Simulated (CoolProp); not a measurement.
A single-stage vapour-compression cycle with R143a: evaporating at 218.15 K (dew point), condensing at 284.15 K (bubble point), superheat 10 K, subcooling 0 K, compressor efficiency 0.9, no pressure losses. Each further row changes one setting.

Model: reference Helmholtz-energy equation of state, Lemmon and Jacobsen 2000, in CoolProp.

```tsv
case	cooling COP	pressure ratio	discharge temperature (K)	refrigerating effect (kJ/kg)	volumetric capacity (kJ/m³)
as stated	___	12.5	319.2	147	464
evaporating temperature 223.15 K	2.41	9.70	316.0	150	601
condensing temperature 279.15 K	___	___	313.3	155	489
subcooling 5 K	2.23	12.5	319.2	155	489
superheat 20 K	___	12.5	___	155	468
compressor efficiency 0.8	___	12.5	327.1	147	464
```

**Question.** Some entries are withheld; supply them.

**Answer.** 
- as stated, cooling COP: 2.12
- condensing temperature 279.15 K, cooling COP: 2.38
- condensing temperature 279.15 K, pressure ratio: 10.8
- superheat 20 K, cooling COP: 2.14
- superheat 20 K, discharge temperature (K): 329.8
- compressor efficiency 0.8, cooling COP: 1.89
